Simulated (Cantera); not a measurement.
An isothermal, constant-pressure homogeneous reactor starts with 8.51 % H2, 91.5 % O2, equivalence ratio 0.046, at 1398 K and 1330 Pa.

Cantera simulation using GRI-Mech 3.0 (53 species, 325 reactions); the numbers are that mechanism's predictions, not measurements. Radical loss at walls, strong at low pressure, is not modelled. The temperature is held fixed by assumption; the heat of reaction is taken as removed at once.

x: mole fraction; the columns are a selection and need not sum to one.

```tsv
t (s)	x H2	x O2	x OH	x H2O	x H2O2	x H
2.00e-6	0.0851	0.915	1.59e-10	3.72e-12	<1e-12	3.38e-9
1.00e-5	0.0851	0.915	3.39e-9	4.10e-10	2.75e-12	1.47e-8
5.02e-5	0.0851	0.915	5.38e-8	3.46e-8	6.82e-11	6.26e-8
0.000252	0.0851	0.915	3.30e-6	6.21e-6	?	2.58e-6
0.00126	0.00290	0.849	0.0101	0.0695	?	0.0154
0.00632	0.00204	0.854	0.00887	0.0728	8.98e-8	0.0125
0.0317	0.00130	0.876	0.00718	0.0790	8.47e-8	0.00595
0.159	0.000249	0.904	0.00318	0.0864	?	0.000460
0.796	1.62e-5	0.910	0.000815	0.0884	?	7.52e-6
3.99	1.35e-6	0.911	0.000235	0.0887	?	1.80e-7
20.0	3.68e-7	0.911	0.000123	0.0888	?	2.59e-8
```

Task: Complete the blanks.

Result: 
- 0.000252, x H2O2: 1.61e-9
- 0.00126, x H2O2: 1.03e-7
- 0.159, x H2O2: 4.78e-8
- 0.796, x H2O2: 1.17e-8
- 3.99, x H2O2: 2.31e-9
- 20.0, x H2O2: 1.09e-9
